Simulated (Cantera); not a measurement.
A closed system holds: 1 mol Si₃N₄, a varied amount of H₂O, 0.87 mol N₂, equilibrated at 1250 °C and 1000 Pa.

Cantera equilibrium calculation (NASA polynomials, part measured and part estimated; ideal gas, pure solids and liquids). Candidate condensed phases: H₂O, Si, SiO₂, Si₂N₂O, Si₃N₄; 35 gas species. Mutual solubility and eutectic melting of coexisting phases are not modelled. The tables hold silica as quartz up to 1696 K and as liquid above; real silica turns to tridymite and cristobalite and melts near 1996 K. The numbers say what is thermodynamically allowed, not how fast it happens.

log p: log10 of the partial pressure in bar; n: condensed amount in mol.

```
n(H₂O) (mol)  log p N₂  log p H₂  log p SiO  log p H  log p H₂O  log p NH₃  n Si₂N₂O(s)  n Si₃N₄(s)  n SiO₂(β-quartz)
------------  --------  --------  ---------  -------  ---------  ---------  -----------  ----------  ----------------
0.29             -2.11     -2.64      -6.50    -5.95     -10.06      -9.25        0.290       0.807                 0
0.65             -2.20     -2.43      -6.47    -5.85      -9.88      -8.98        0.650       0.567                 0
1                -2.26     -2.34      -6.45    -5.81      -9.81      -8.88        1.000       0.333                 0
1.4              -2.31     -2.29      -6.43    -5.78      -9.78      -8.83         1.40         ___                 0
1.7              -2.34     -2.27      -4.61    -5.77      -6.14      -8.81         1.43           0             0.131
2.1              -2.37     -2.24      -4.60    -5.76      -6.13      -8.79         1.30           0             0.397
2.5              -2.39     -2.23      -4.59    -5.75      -6.12      -8.78          ___           0               ___
2.8              -2.41     -2.22      -4.59    -5.74      -6.11      -8.77         1.06           0             0.862
3.2              -2.42     -2.21      -4.58    -5.74      -6.11      -8.76        0.929           0              1.13
3.5              -2.43     -2.20      -4.58    -5.74      -6.10      -8.76        0.829           0              1.33
3.9              -2.45     -2.19      -4.57    -5.73      -6.10      -8.75        0.695           0              1.59
```

Problem. Fill in the missing entries.

Solution. 
- 1.4, n Si₃N₄(s): 0.0667
- 2.5, n Si₂N₂O(s): 1.16
- 2.5, n SiO₂(β-quartz): 0.663
